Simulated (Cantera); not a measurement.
Al(CH3)3 + N2 + H2 (aluminium nitride and oxide growth)

Input: 1 mol Al(CH3)3, a varied amount of N2, 2.4 mol H2, equilibrated at 1248 K and 13.3 mbar.

Cantera equilibrium calculation (NASA polynomials, part measured and part estimated; ideal gas, pure solids and liquids). Candidate condensed phases: Al, AlN, C, C6H6, C7H8, C8H18; 97 gas species. The feed counts by its element totals alone. Kinetics and transport are ignored.

```
n(N2) (mol)   x H2    x N2     x CH4    x HCN      x H    x NH3    x HNC  x C2H2 (acetylene)  n AlN(s)  n C(graphite)
-----------  -----  ------  --------  -------  -------  -------  -------  ------------------  --------  -------------
0.86         0.950  0.0496  0.000134  2.70e-5  3.94e-6  4.24e-7  1.70e-7             2.31e-7      1.00           3.00
1.2          0.908  0.0921  0.000122  3.59e-5  3.85e-6  5.39e-7  2.27e-7             2.21e-7      1.00           3.00
1.7          0.852   0.148  0.000108  4.41e-5  3.73e-6  6.21e-7  2.79e-7             2.07e-7      1.00           3.00
2.4          0.784   0.216   9.14e-5  5.11e-5  3.58e-6  6.62e-7  3.23e-7             1.91e-7      1.00           3.00
3.3          0.711   0.289   7.52e-5  5.63e-5  3.41e-6  6.62e-7  3.55e-7             1.73e-7      1.00           3.00
4.6          0.627   0.373   5.85e-5  6.01e-5  3.20e-6  6.23e-7  3.79e-7             1.53e-7      1.00           3.00
6.5          0.535   0.465   4.25e-5  6.20e-5  2.96e-6  5.48e-7  3.91e-7             1.30e-7      1.00           3.00
9.1          0.445   0.555   2.94e-5  6.17e-5  2.70e-6  4.54e-7  3.90e-7             1.08e-7      1.00           3.00
13           0.356   0.644   1.88e-5  5.95e-5  2.41e-6  3.50e-7  3.75e-7             8.65e-8      1.00           3.00
18           0.283   0.717   1.19e-5  5.59e-5  2.15e-6  2.61e-7  3.53e-7             6.88e-8      1.00           3.00
25           0.220   0.780   7.17e-6  5.14e-5  1.90e-6  1.87e-7  3.25e-7             5.35e-8      1.00           3.00
35           0.167   0.833   4.13e-6  4.63e-5  1.65e-6  1.28e-7  2.92e-7             4.06e-8      1.00           3.00
49           0.125   0.875   2.30e-6  4.10e-5  1.43e-6  8.44e-8  2.59e-7             3.03e-8      1.00           3.00
```
x: gas mole fraction; n: condensed amount in mol.

From 0.86 mol N2 to 49 mol N2 the condensed part is AlN(s) + C(graphite).
